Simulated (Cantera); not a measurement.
**Thermodynamics of boron, boron nitride and boron oxide, feed B + O2 + H2 + N2**

Charge: 1 mol B, 5.3 mol O2, 3.5 mol H2, 12 mol N2, held at 1348 K.

These are equilibrium values from Cantera (NASA tables, ideal gas, pure condensed phases), not measurements of a reactor. Candidate condensed phases: B, BN, B2O3, B3O3H3, H2O; 39 gas species. Gases not in the tables: H3BO3. Rates play no part.

| P (Pa) | x N2 | x H2O | x O2 | x HBO2 | x (HBO2)3 | x NO | x B2O3 | n B2O3(l) |
|---|---|---|---|---|---|---|---|---|
| 10 | 0.638 | 0.160 | 0.149 | 0.0523 | 6.57e-8 | 0.000405 | 0.000398 | 0 |
| 37 | 0.638 | 0.160 | 0.149 | 0.0523 | 9.01e-7 | 0.000405 | 0.000398 | 0 |
| 140 | 0.638 | 0.160 | 0.149 | 0.0523 | 1.29e-5 | 0.000405 | 0.000398 | 0 |
| 520 | 0.645 | 0.173 | 0.150 | 0.0309 | 3.67e-5 | 0.000410 | 0.000128 | 0.209 |
| 1900 | 0.650 | 0.181 | 0.152 | 0.0166 | 7.53e-5 | 0.000413 | 3.52e-5 | 0.344 |
| 7200 | 0.653 | 0.186 | 0.152 | 0.00862 | 0.000152 | 0.000415 | 9.28e-6 | 0.416 |
| 27000 | 0.654 | 0.188 | 0.152 | 0.00448 | 0.000300 | 0.000415 | 2.47e-6 | 0.451 |
| 100000 | 0.655 | 0.189 | 0.153 | 0.00233 | 0.000582 | 0.000416 | 6.68e-7 | 0.463 |
x: gas mole fraction; n: condensed amount in mol.

From 10.0 Pa to 1.40 mbar nothing is condensed. From 5.20 mbar to 1.00 bar the condensed part is B2O3(l).
